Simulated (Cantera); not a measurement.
A closed system holds: 1 mol Cu₂O, 0.34 mol C, 0.45 mol CO, equilibrated at 900 K.

Equilibrium computed with Cantera from the NASA thermochemical tables; the gas is ideal and each condensed phase is pure. Candidate condensed phases: C, Cu, CuO, Cu₂O; 15 gas species. Equilibrium is a limit: real reactors are often held back by kinetics, nucleation or transport.

### Question
Which condensed phases are stable at each of these points (P (Pa)): 10, 42, 180, 750, 3200, 13000, 56000, 240000, 1000000?

### Answer
| P (Pa) | condensed phases | Cu condensed (%) |
|---|---|---|
| 10 | Cu(s) | 100.0 |
| 42 | Cu(s) | 100.0 |
| 180 | Cu(s) | 100.0 |
| 750 | Cu(s) | 100.0 |
| 3200 | Cu(s) | 100.0 |
| 13000 | Cu(s) | 100.0 |
| 56000 | Cu(s) | 100.0 |
| 240000 | Cu(s) | 100.0 |
| 1000000 | C(graphite) + Cu(s) | 100.0 |

From 10.0 Pa to 2.40 bar the condensed part is Cu(s). At 10.0 bar the condensed part is C(graphite) + Cu(s).
